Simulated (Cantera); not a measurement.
A freely propagating, adiabatic, planar premixed flame of C3H8 : O2 : N2 = 1 : 5.05 : 24.2 (molar parts), equivalence ratio 0.99, unburnt at 650 K and 810000 Pa; mixture-averaged transport, grid criteria slope 0.08 and curve 0.16, no radiation.

Detailed kinetics in Cantera: GRI-Mech 3.0 (53 species, 325 reactions). GRI-Mech 3.0 was tuned for natural gas; its chemistry of propane as a main component is partial and can be far from experiment. Burning velocities carry a grid error of a few per cent, more on coarse grids.

x: mole fraction of selected species; z is measured from the peak of heat release.

```
z (mm)   T (K)  u (m/s)  x C3H8     x O2    x C2H6     x OH    x CH2    x C2H4
-------  -----  -------  ------  -------  --------  -------  -------  --------
-0.196     650    0.696  0.0330    0.167   7.46e-8    <1e-8    <1e-8   1.24e-6
-0.131     654    0.701  0.0330    0.166   1.35e-6    <1e-8    <1e-8   1.94e-5
-0.0981    663    0.712  0.0329    0.165   5.89e-6    <1e-8    <1e-8   7.78e-5
-0.0654    719    0.776  0.0323    0.159   5.19e-5  9.87e-8    <1e-8  0.000574
-0.0327   1024     1.13  0.0245    0.128  0.000499  5.57e-6  1.53e-8   0.00429
-0.0164   1375     1.55  0.0100   0.0916  0.000788  9.62e-5  1.64e-6   0.00762
0          ___     2.00     ___      ___       ___      ___      ___       ___
0.0164    1944     2.21     ___      ___       ___      ___      ___       ___
0.0327    2025     2.29   <1e-8   0.0198     <1e-8  0.00497  6.84e-7   1.15e-6
0.0654    2113     2.38   <1e-8   0.0140     <1e-8  0.00498    <1e-8     <1e-8
0.131     2192     2.45   <1e-8   0.0101     <1e-8  0.00413    <1e-8     <1e-8
0.262     2248     2.51   <1e-8  0.00729     <1e-8  0.00315    <1e-8     <1e-8
0.523     2282     2.54   <1e-8  0.00546     <1e-8  0.00245    <1e-8     <1e-8
```

**Question.** Fill in the missing entries.

**Answer.** 
- 0, T (K): 1755
- 0, x C3H8: 0.000288
- 0, x O2: 0.0504
- 0, x C2H6: 0.000104
- 0, x OH: 0.00127
- 0, x CH2: 2.85e-5
- 0, x C2H4: 0.00292
- 0.0164, x C3H8: 1.05e-7
- 0.0164, x O2: 0.0281
- 0.0164, x C2H6: 3.41e-7
- 0.0164, x OH: 0.00380
- 0.0164, x CH2: 1.18e-5
- 0.0164, x C2H4: 9.68e-5
